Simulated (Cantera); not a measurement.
A perfectly stirred reactor is fed with CH₄ : O₂ : N₂ : H₂O = 1 : 4 : 15 : 0.61 (molar parts), equivalence ratio 0.50, at 8.60 bar; it is adiabatic with a 625 K inlet, and is followed from long to short residence time, starting on the burning branch (τ in s: 0.26, 0.08, 0.025, 0.0078, 0.0024, 0.00076, 0.00024, 7.4e-05, 2.3e-05, 7.3e-06).

Computed with Cantera and GRI-Mech 3.0 (53 species, 325 reactions).

x: mole fraction; the columns are a selection and need not sum to one.

| τ (s) | T (K) | x CH₄ | x O₂ | x H₂O | x C₂H₆ | x NO₂ |
|---|---|---|---|---|---|---|
| 0.26 | 1708 | 2.84e-6 | 0.0970 | 0.127 | 1.34e-10 | 4.68e-8 |
| 0.080 | 1707 | [?] | 0.0970 | 0.126 | 9.53e-10 | 2.89e-8 |
| 0.025 | 1706 | [?] | 0.0971 | 0.126 | [?] | 2.74e-8 |
| 0.0078 | 1702 | 4.59e-5 | 0.0973 | 0.126 | 2.42e-8 | 3.31e-8 |
| 0.0024 | 1693 | 0.000113 | 0.0978 | 0.126 | 1.12e-7 | 3.91e-8 |
| 0.00076 | 1669 | 0.000317 | 0.0994 | 0.125 | 6.47e-7 | 3.40e-8 |
| 0.00024 | 625 | 0.0485 | 0.194 | 0.0296 | <1e-12 | <1e-12 |
| 7.4e-5 | 625 | 0.0485 | 0.194 | 0.0296 | <1e-12 | <1e-12 |
| 2.3e-5 | 625 | 0.0485 | 0.194 | 0.0296 | <1e-12 | <1e-12 |
| 7.3e-6 | 625 | 0.0485 | 0.194 | 0.0296 | <1e-12 | <1e-12 |

Task: Some entries are withheld; supply them.

Result: 
- 0.080, x CH₄: 7.78e-6
- 0.025, x CH₄: 1.93e-5
- 0.025, x C₂H₆: 5.18e-9
